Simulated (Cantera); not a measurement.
Charge: 1 mol CsCl, 0.16 mol H₂, 5.8 mol H₂O, held at 1402 °C and 1.00 bar.

Method: chemical equilibrium by Gibbs-energy minimisation in Cantera with the NASA 1993 tables (ideal gas, pure condensed phases). Rates play no part.

```csv
species,before,after
H₂O,0.832,0.826
CsCl,0.134,0.135
H₂,0.0230,0.0231
HCl,0.00404,0.00739
CsOH,0.00399,0.00720
O₂,3.10e-7,2.18e-5
Cl,2.41e-6,2.91e-5
OH,3.08e-5,0.000355
H,1.76e-5,0.000121
Cs₂Cl₂,0.00298,0.000712
Cs,5.94e-5,0.000218
```
Gas species are given as mole fractions.

Task: Name the change that produced these shifts.
A) pressure from 1.00 bar to 3.40 Pa
B) temperature from 1402 °C to 1627 °C
C) temperature from 1402 °C to 1300 °C
D) temperature from 1402 °C to 577 °C

Result: B, temperature from 1402 °C to 1627 °C
